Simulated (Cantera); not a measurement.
An isothermal, constant-pressure homogeneous reactor starts with 1.38 % CH3OH, 0.315 % O2, 98.3 % N2, equivalence ratio 6.6, at 925 K and 5.00 bar.

Cantera simulation using GRI-Mech 3.0 (53 species, 325 reactions); the numbers are that mechanism's predictions, not measurements. GRI-Mech 3.0 was tuned for natural gas; its chemistry of methanol as a main component is partial and can be far from experiment. Below about 1000 K GRI-Mech 3.0 lacks low-temperature oxidation paths.

Problem. Predict: x(CH3OH) at 100 s; x(H2) at 100 s; x(H2O) at 100 s.

Solution. 
- x(CH3OH) at 100 s = 1.52e-6 (gas-phase equilibrium 1.04e-11)
- x(H2) at 100 s = 0.0202 (gas-phase equilibrium 0.0229)
- x(H2O) at 100 s = 0.00624 (gas-phase equilibrium 0.00340)
